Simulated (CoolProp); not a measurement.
Vapour pressure (bar) of isopentane: the reference equation beside estimates from Tc = 460.3 K, pc = 33.78 bar, ω = 0.227.

The numbers come from the reference Helmholtz-energy equation of state, Lemmon 2006 in CoolProp. It is a short technical equation, of lower accuracy than the large ones.

```tsv
T (K)	reference	Lee-Kesler	Redlich-Kwong	Peng-Robinson
226.7	0.02832	0.02673	0.06163	?
231.6	0.03899	0.03691	0.08307	0.04060
236.6	0.05317	0.05051	0.1109	0.05504
241.5	0.07103	0.06770	0.1449	0.07315
246.5	0.09413	0.09004	0.1879	0.09649
251.4	0.1225	0.1176	0.2393	0.1250
256.3	0.1575	0.1518	0.3013	0.1602
261.3	0.2013	0.1947	0.3768	0.2041
266.2	0.2534	0.2459	0.4644	0.2561
271.2	?	0.3090	0.5693	0.3199
276.1	0.3918	0.3829	0.6889	0.3942
281.1	?	0.4723	0.8298	0.4837
286	0.5851	0.5754	0.9881	0.5865
```

Question: Fill in the missing entries.

Answer: 
- 226.7, Peng-Robinson: 0.02968
- 271.2, reference: 0.3173
- 281.1, reference: 0.4818

Absolute difference from the reference over all 13 rows, mean and median: Lee-Kesler 3.6 and 3.6 %, Redlich-Kwong 92.0 and 91.3 %, Peng-Robinson 2.0 and 1.7 %.
